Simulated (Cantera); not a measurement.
Feed: 1 mol SiC, 0.0046 mol Si, 4.7 mol H2, equilibrated at 2425 K and 0.100 bar.

Cantera equilibrium calculation (NASA polynomials, part measured and part estimated; ideal gas, pure solids and liquids). Candidate condensed phases: C, C6H6, C7H8, C8H18, Si, SiC; 87 gas species. Gases not in the tables: Si2H6 and higher silanes. The numbers say what is thermodynamically allowed, not how fast it happens.

Base state: H2 0.932, H 0.0546, Si 0.00742, C2H2 (acetylene) 0.00373, Si2C 0.000870, SiC2 0.000790, SiH 0.000673, SiH2 0.000201 (mole fractions); condensed: SiC(s).

Q: What changes in the equilibrium state with this change: temperature from 2425 K to 2848.15 K?

A: 
| species | before | after |
|---|---|---|
| H2 | 0.932 | 0.593 |
| H | 0.0546 | 0.235 |
| Si | 0.00742 | 0.0844 |
| SiC2 | 0.000790 | 0.0489 |
| C2H2 (acetylene) | 0.00373 | 0.0217 |
| C3 | 5.47e-7 | 0.000513 |
| C2 | 6.94e-8 | 5.22e-5 |
| SiC(s), mol | 0.951 | 0 |

Q: What changes in the equilibrium state with this change: temperature from 2425 K to 2398 K?

A: 
```csv
species,before,after
H2,0.932,0.941
H,0.0546,0.0483
Si,0.00742,0.00594
SiC2,0.000790,0.000513
C2H,1.33e-5,8.66e-6
Si2C,0.000870,0.000645
Si2,4.93e-5,3.75e-5
"SiC(s), mol",0.951,0.963
```

Q: What changes in the equilibrium state with this change: temperature from 2425 K to 2473 K?

A: 
```csv
species,before,after
H2,0.932,0.912
H,0.0546,0.0673
Si,0.00742,0.0110
C4H2,6.15e-6,1.38e-5
SiC2,0.000790,0.00165
C2H,1.33e-5,2.76e-5
"SiC(s), mol",0.951,0.921
```
